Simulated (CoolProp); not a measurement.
A closed Brayton cycle with carbon dioxide: compressor inlet 313.15 K and 9.3 MPa, high pressure 17.3 MPa, turbine inlet 940 K, compressor efficiency 0.89, turbine efficiency 0.9, recuperator effectiveness 0.8 (on enthalpy, no pinch check). Each further row changes one setting.

Model: reference Helmholtz-energy equation of state, Span 1996, in CoolProp.

| case | thermal efficiency (%) | net work (kJ/kg) | compressor to turbine work | compressor exit (K) | turbine exit (K) |
|---|---|---|---|---|---|
| as stated | 25.0 | 81.8 | 0.15 | 336.8 | 858.1 |
| turbine inlet 890 K | … | … | … | 336.8 | 810.9 |
| compressor inlet 323.15 K | 25.5 | 72.8 | 0.25 | 367.1 | 858.1 |
| high pressure 14.7 MPa | 20.7 | 61.8 | 0.14 | 330.5 | 879.2 |
| recuperator effectiveness 0.5 | … | 81.8 | 0.15 | 336.8 | 858.1 |

**Question.** What belongs in the gaps?

**Answer.** 
- turbine inlet 890 K, thermal efficiency (%): 24.6
- turbine inlet 890 K, net work (kJ/kg): 76.3
- turbine inlet 890 K, compressor to turbine work: 0.16
- recuperator effectiveness 0.5, thermal efficiency (%): 15.8
